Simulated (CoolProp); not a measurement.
Cyclopropane along the isotherm 199.85 °C: fugacity coefficient from the reference equation and from simpler models built on Tc = 125.5 °C, pc = 5.605 MPa, ω = 0.131; each cubic takes its own stable root.

Model: reference Helmholtz-energy equation of state, Polt 1992, in CoolProp. This equation is an older, rougher fit; its heat capacities, sound speeds and derivatives of the liquid may be far off and weren't checked against measurements.

```json
[
 {"p (MPa)": "0.0885", "phase": "gas", "reference": "0.9967", "van der Waals": "0.9969", "Peng-Robinson": "0.9964"},
 {"p (MPa)": "0.138", "phase": "gas", "reference": "0.9948", "van der Waals": "0.9952", "Peng-Robinson": "0.9944"},
 {"p (MPa)": "0.215", "phase": "gas", "reference": "0.9920", "van der Waals": "0.9926", "Peng-Robinson": "0.9913"},
 {"p (MPa)": "0.334", "phase": "gas", "reference": "0.9876", "van der Waals": "0.9884", "Peng-Robinson": "0.9865"},
 {"p (MPa)": "0.52", "phase": "gas", "reference": "0.9807", "van der Waals": "0.9820", "Peng-Robinson": "0.9791"},
 {"p (MPa)": "0.81", "phase": "gas", "reference": "0.9700", "van der Waals": "0.9720", "Peng-Robinson": "0.9676"},
 {"p (MPa)": "1.26", "phase": "gas", "reference": "0.9537", "van der Waals": "0.9566", "Peng-Robinson": "0.9500"},
 {"p (MPa)": "1.96", "phase": "gas", "reference": "0.9287", "van der Waals": "0.9327", "Peng-Robinson": "0.9232"},
 {"p (MPa)": "3.06", "phase": "gas", "reference": "0.8904", "van der Waals": "0.8954", "Peng-Robinson": "0.8823"},
 {"p (MPa)": "4.76", "phase": "gas", "reference": "0.8336", "van der Waals": "0.8382", "Peng-Robinson": "0.8221"},
 {"p (MPa)": "7.42", "phase": "supercritical", "reference": "0.7500", "van der Waals": "0.7495", "Peng-Robinson": "0.7354"},
 {"p (MPa)": "11.5", "phase": "supercritical", "reference": "0.6359", "van der Waals": "0.6241", "Peng-Robinson": "0.6235"},
 {"p (MPa)": "18", "phase": "supercritical", "reference": "0.5143", "van der Waals": "0.5139", "Peng-Robinson": "0.5094"},
 {"p (MPa)": "28", "phase": "supercritical", "reference": "0.4323", "van der Waals": "0.4568", "Peng-Robinson": "0.4295"}
]
```
